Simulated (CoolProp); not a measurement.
Saturation properties of methanol.

Computed with CoolProp (reference Helmholtz-energy equation of state, de Reuck 1993).

```tsv
T (°C)	p (bar)	enthalpy of vaporisation (kJ/kg)	liquid viscosity (µPa s)
74.45	1.481	1081	291
81.95	1.940	1065	269
89.45	2.511	1048	248
96.95	3.211	1030	230
104.45	4.062	1010	213
111.95	5.087	989.9	198
119.45	6.310	967.8	184
126.95	7.758	944.2	171
134.35	9.436	919.2	160
141.85	11.42	892.0	149
149.35	13.72	862.8	138
156.85	16.37	831.5	129
```

It boils at 64.5 °C under 1 atm.

Viscosity comes from a separate model (Xiang 2006).
